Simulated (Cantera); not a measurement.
# Adiabatic ignition

An adiabatic, constant-pressure homogeneous reactor starts with 6.40 % CH4, 0.832 % CO, 14.7 % O2, 78.1 % N2, at 1100 K and 10.0 bar.

Detailed kinetics in Cantera: GRI-Mech 3.0 (53 species, 325 reactions).

```json
[
 {"t (s)": "9.00e-6", "T (K)": "1100", "x CH4": "0.0640", "x CO": "0.00832", "x O2": "0.147", "x H": "<1e-12", "x HCO": "<1e-12"},
 {"t (s)": "2.07e-5", "T (K)": "1100", "x CH4": "0.0640", "x CO": "0.00832", "x O2": "0.147", "x H": "<1e-12", "x HCO": "<1e-12"},
 {"t (s)": "4.77e-5", "T (K)": "1100", "x CH4": "0.0640", "x CO": "0.00832", "x O2": "0.147", "x H": "2.19e-12", "x HCO": "<1e-12"},
 {"t (s)": "0.000110", "T (K)": "1100", "x CH4": "0.0640", "x CO": "0.00832", "x O2": "0.147", "x H": "5.77e-12", "x HCO": "<1e-12"},
 {"t (s)": "0.000253", "T (K)": "1100", "x CH4": "0.0640", "x CO": "0.00832", "x O2": "0.147", "x H": "1.79e-11", "x HCO": "<1e-12"},
 {"t (s)": "0.000583", "T (K)": "1100", "x CH4": "0.0640", "x CO": "0.00832", "x O2": "0.147", "x H": "5.67e-11", "x HCO": "<1e-12"},
 {"t (s)": "0.00134", "T (K)": "1100", "x CH4": "0.0640", "x CO": "0.00832", "x O2": "0.147", "x H": "1.14e-10", "x HCO": "<1e-12"},
 {"t (s)": "0.00309", "T (K)": "1100", "x CH4": "0.0640", "x CO": "0.00832", "x O2": "0.147", "x H": "1.73e-10", "x HCO": "2.80e-12"},
 {"t (s)": "0.00711", "T (K)": "1101", "x CH4": "0.0639", "x CO": "0.00832", "x O2": "0.147", "x H": "3.68e-10", "x HCO": "1.04e-11"},
 {"t (s)": "0.0164", "T (K)": "1103", "x CH4": "0.0636", "x CO": "0.00834", "x O2": "0.146", "x H": "1.86e-9", "x HCO": "7.19e-11"},
 {"t (s)": "0.0377", "T (K)": "2420", "x CH4": "<1e-12", "x CO": "0.00429", "x O2": "0.0143", "x H": "0.000202", "x HCO": "1.39e-9"},
 {"t (s)": "0.0869", "T (K)": "2417", "x CH4": "<1e-12", "x CO": "0.00432", "x O2": "0.0137", "x H": "0.000200", "x HCO": "1.39e-9"},
 {"t (s)": "0.200", "T (K)": "2417", "x CH4": "<1e-12", "x CO": "0.00432", "x O2": "0.0137", "x H": "0.000200", "x HCO": "1.39e-9"}
]
```
x: mole fraction; the columns are a selection and need not sum to one.

```json
{
  "time_of_steepest_temperature_rise": "28.5 ms",
  "temperature at 0.200 s": "2417 K",
  "equilibrium_temperature": "2417 K",
  "x(CH4) at 0.200 s": "<1e-12 (gas-phase equilibrium <1e-12)",
  "x(CO) at 0.200 s": "0.00432 (gas-phase equilibrium 0.00432)",
  "x(O2) at 0.200 s": "0.0137 (gas-phase equilibrium 0.0137)"
}
```
